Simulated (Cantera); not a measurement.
A perfectly stirred reactor is fed with 17.3 % H2, 13.0 % O2, 69.4 % N2, 0.243 % NO, at 368 Torr; it is adiabatic with a 450 K inlet, and is followed from long to short residence time, starting on the burning branch (τ in s: 0.058, 0.021, 0.008, 0.003, 0.0011, 0.00041, 0.00015, 5.7e-05, 2.1e-05).

Computed with Cantera and GRI-Mech 3.0 (53 species, 325 reactions). The mechanism lacks 2 NO + O2 → 2 NO2 and HONO, so NO2 and the effect of NO are under-described below about 1400 K.

x: mole fraction; the columns are a selection and need not sum to one.

```
τ (s)    T (K)     x H2    x O2     x NO    x NO2     x OH    x N2O       x H
-------  -----  -------  ------  -------  -------  -------  -------  --------
0.058     1752  0.00102  0.0471  0.00264  1.27e-6  0.00270        ?  0.000237
0.021     1735  0.00195  0.0471  0.00264  9.31e-7  0.00364        ?  0.000645
0.0080    1706  0.00350  0.0473  0.00264  6.81e-7  0.00466        ?   0.00161
0.0030    1655  0.00597  0.0480  0.00263  5.03e-7  0.00561        ?   0.00381
0.0011    1574  0.00953  0.0496  0.00262  3.89e-7  0.00610        ?   0.00829
0.00041   1458   0.0144  0.0525  0.00260  3.24e-7  0.00572  1.15e-7    0.0155
0.00015   1299   0.0252  0.0597  0.00257  2.85e-7  0.00436  1.07e-7    0.0241
5.7e-5     450    0.173   0.130  0.00243   <1e-12   <1e-12   <1e-12    <1e-12
2.1e-5     450    0.173   0.130  0.00243   <1e-12   <1e-12   <1e-12    <1e-12
```

Q: Some entries are withheld; supply them.

A: 
- 0.058, x N2O: 2.70e-7
- 0.021, x N2O: 2.38e-7
- 0.0080, x N2O: 1.98e-7
- 0.0030, x N2O: 1.60e-7
- 0.0011, x N2O: 1.32e-7
